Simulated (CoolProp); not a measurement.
Vapour pressure (MPa) of toluene: the reference equation beside estimates from Tc = 591.7 K, pc = 4.126 MPa, ω = 0.266.

Values from CoolProp's reference Helmholtz-energy equation of state, Lemmon 2006. It is a short technical equation, of lower accuracy than the large ones.

```
T (K)  reference  Lee-Kesler  van der Waals  Redlich-Kwong  Soave-Redlich-Kwong  Peng-Robinson
-----  ---------  ----------  -------------  -------------  -------------------  -------------
348.4    0.03290     0.03185         0.3211        0.06908              0.03219        0.03307
361.8    0.05196     0.05071         0.3993         0.1027              0.05106        0.05201
375.2    0.07898     0.07766         0.4894         0.1475              0.07795        0.07884
388.5     0.1158      0.1146         0.5915         0.2050               0.1147         0.1154
401.9     0.1652      0.1645         0.7078         0.2781               0.1644         0.1645
415.2     0.2290      0.2291         0.8371         0.3680               0.2290         0.2282
428.6     0.3110      0.3124         0.9822         0.4781               0.3122         0.3101
441.9     0.4129      0.4158          1.141         0.6087               0.4160         0.4121
455.3     0.5392      0.5441          1.318         0.7640               0.5451         0.5390
468.7     0.6926      0.6996          1.510         0.9449               0.7024         0.6936
482       0.8751      0.8843          1.718          1.152               0.8898         0.8781
495.4      1.093       1.104          1.945          1.390                1.114          1.099
508.7      1.347       1.360          2.188          1.657                1.375          1.357
522.1      1.646       1.660          2.451          1.959                1.681          1.661
```

Absolute difference from the reference over all 14 rows, mean and median: Lee-Kesler 1.1 and 1.0 %, van der Waals 286.4 and 196.1 %, Redlich-Kwong 55.8 and 50.6 %, Soave-Redlich-Kwong 1.3 and 1.4 %, Peng-Robinson 0.4 and 0.3 %.
